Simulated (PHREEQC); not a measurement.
A solution holds 0.083 mol Ni(NO3)2 per kg of water, at 47 °C. Closed to the air; pH follows from the charge balance.

Model: ion-association model, wateq4f.dat, run in PHREEQC.

Each row changes one thing in this solution. Precipitation was switched off in this run.

```
case                                     pH  NiOH+ (mol/kgw)
-------------------------------------  ----  ---------------
as made                                5.42          4.88e-6
diluted 10-fold with water             5.79          1.84e-6
temperature from 47 to 70 °C            [?]              [?]
0.035 mol/kgw HNO3 added               1.56              [?]
Ni(NO3)2 from 0.083 to 0.0415 mol/kgw  5.53          3.61e-6
Ni(NO3)2 from 0.083 to 0.0913 mol/kgw   [?]          5.10e-6
```

What belongs in the gaps?


- temperature from 47 to 70 °C, pH: 5.14
- temperature from 47 to 70 °C, NiOH+ (mol/kgw): 9.21e-6
- 0.035 mol/kgw HNO3 added, NiOH+ (mol/kgw): 6.75e-10
- Ni(NO3)2 from 0.083 to 0.0913 mol/kgw, pH: 5.40

Complexes and solids missing from the database can't appear. Constants without temperature data keep their 25 °C values here.
